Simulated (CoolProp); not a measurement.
Saturated liquid density (kg/m³) of hexamethyldisiloxane (MM): the reference equation beside estimates from Tc = 245.6 °C, pc = 1931 kPa, ω = 0.418.

The numbers come from the reference Helmholtz-energy equation of state, Thol 2016 in CoolProp.

```
T (°C)  reference  van der Waals  Redlich-Kwong
------  ---------  -------------  -------------
126.45        ___          387.6          552.7
128.55        ___          385.9          549.7
130.65      636.5          384.2          546.6
132.75      633.7          382.5            ___
134.75      631.0          380.8            ___
136.85      628.1            ___          537.2
138.95      625.2          377.2          534.0
141.05      622.3          375.4          530.7
143.15      619.4          373.6          527.4
145.25      616.4          371.7          524.1
147.35      613.4          369.8            ___
149.45      610.3          367.9          517.3
151.55        ___          366.0          513.8
153.65      604.2          364.1          510.3
```

Task: What belongs in the gaps?

Result: 
- 126.45, reference: 642.1
- 128.55, reference: 639.3
- 132.75, Redlich-Kwong: 543.4
- 134.75, Redlich-Kwong: 540.4
- 136.85, van der Waals: 379.0
- 147.35, Redlich-Kwong: 520.7
- 151.55, reference: 607.3

Absolute difference from the reference over all 14 rows, mean and median: van der Waals 39.7 and 39.7 %, Redlich-Kwong 14.7 and 14.7 %.
